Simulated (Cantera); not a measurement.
An adiabatic, constant-pressure homogeneous reactor starts with 23.7 % CO, 1.14 % H₂, 0.878 % CH₄, 15.6 % O₂, 58.6 % N₂, equivalence ratio 0.91, at 1823 K and 0.310 bar.

Computed with Cantera and GRI-Mech 3.0 (53 species, 325 reactions).

One state of this run: T (K) = 2733; x CO = 0.120; x H₂ = 0.00242; x CH₄ = <1e-12; x H₂O₂ = 2.87e-8; x NO = 0.0155. x: mole fraction; the columns are a selection and need not sum to one.

Problem. Which value of t (s) does it belong to?
(A) 0.0306
(B) 0.000391
(C) 0.00224
(D) 0.000935

Solution. A, 0.0306
